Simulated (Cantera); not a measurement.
**Equilibrium for iron carbonyl, mercury and lead vapours: Hg + H2 + N2**

Feed: 1 mol Hg, 8.3 mol H2, 2.6 mol N2.

These are equilibrium values from Cantera (NASA tables, ideal gas, pure condensed phases), not measurements of a reactor. Candidate condensed phases: Hg; 10 gas species. Rates play no part.

Problem. Map the stable condensed phases over T = 450, 550, 650, 750, 850, 950, 1050, 1150, 1250, 1350, 1450, 1550 K and P in Pa = 10, 32, 100, 320, 1000, 3200, 10000, 32000, 100000, 320000, 1000000.

Solution. 
```
T in K \ P in Pa
              10      32     100     320    1000    3200   10000   32000  100000  320000 1000000
   1550        A       A       A       A       A       A       A       A       A       A       A
   1450        A       A       A       A       A       A       A       A       A       A       A
   1350        A       A       A       A       A       A       A       A       A       A       A
   1250        A       A       A       A       A       A       A       A       A       A       A
   1150        A       A       A       A       A       A       A       A       A       A       A
   1050        A       A       A       A       A       A       A       A       A       A       A
    950        A       A       A       A       A       A       A       A       A       A       A
    850        A       A       A       A       A       A       A       A       A       A       A
    750        A       A       A       A       A       A       A       A       A       A       A
    650        A       A       A       A       A       A       A       A       A       A       A
    550        A       A       A       A       A       A       A       A       A       B       B
    450        A       A       A       A       A       A       A       B       B       B       B
```
A: gas only; B: Hg.
